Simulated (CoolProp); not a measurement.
Saturation properties of trans-2-butene.

Computed with CoolProp (reference Helmholtz-energy equation of state, Lemmon 2005). It is a short technical equation, of lower accuracy than the large ones.

| T (K) | p (MPa) | vapour density (kg/m³) | liquid cp (kJ/(kg K)) | surface tension (mN/m) |
|---|---|---|---|---|
| 300.2 | 0.2496 | 6.082 | 2.340 | 12.8 |
| 308.7 | 0.3225 | 7.764 | 2.384 | 11.8 |
| 317.3 | 0.4117 | 9.818 | 2.433 | 10.8 |
| 325.9 | 0.5182 | 12.28 | 2.486 | 9.81 |
| 334.5 | 0.6441 | 15.22 | 2.544 | 8.83 |
| 343 | 0.7896 | 18.67 | 2.608 | 7.88 |
| 351.6 | 0.9604 | 22.82 | 2.681 | 6.94 |
| 360.2 | 1.157 | 27.75 | 2.765 | 6.02 |
| 368.8 | 1.382 | 33.65 | 2.865 | 5.13 |
| 377.3 | 1.635 | 40.65 | 2.986 | 4.28 |
| 385.9 | 1.925 | 49.29 | 3.143 | 3.45 |
| 394.5 | 2.252 | 60.03 | 3.361 | 2.65 |
| 403.1 | 2.620 | 73.85 | 3.699 | 1.90 |
| 411.7 | 3.034 | 92.70 | 4.338 | 1.21 |
| 420.2 | 3.497 | 121.5 | 6.187 | 0.589 |

It boils at 274.0 K under 1 atm.

Surface tension comes from a separate correlation (Mulero 2014).
